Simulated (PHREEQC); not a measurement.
## Sulfide liquor: speciation

Consider water at 73 °C with 0.00097 mol/kgw H2S, 0.085 mol/kgw NaCl and 0.24 mol/kgw FeCl2. Closed to the air; pH follows from the charge balance.

Equilibrium calculation in PHREEQC: ion-association model, phreeqc.dat.

The pH is 3.84. The ionic strength comes out as 0.754 mol/kgw and the activity of water is 0.985. The density is 1.004 g/cm³.

```tsv
species	molality	activity	log γ
Cl-	0.540	0.322	-0.224
Fe+2	0.214	0.0420	-0.708
Na+	0.0850	0.0587	-0.161
FeCl+	0.0254	0.0187	-0.134
H2S	0.000776	0.000923	0.075
H+	0.000198	0.000145	-0.134
Fe(HS)2	9.57e-5	0.000114	0.075
FeOH+	3.13e-6	1.98e-6	-0.198
```

No solid was allowed to form. The ionic strength is past about 0.7 mol/kgw, beyond the range of this activity model, so the values are rough. Complexes and solids missing from the database can't appear. Away from 25 °C the constants follow the database's enthalpies or fits; those with neither stay at their 25 °C values.
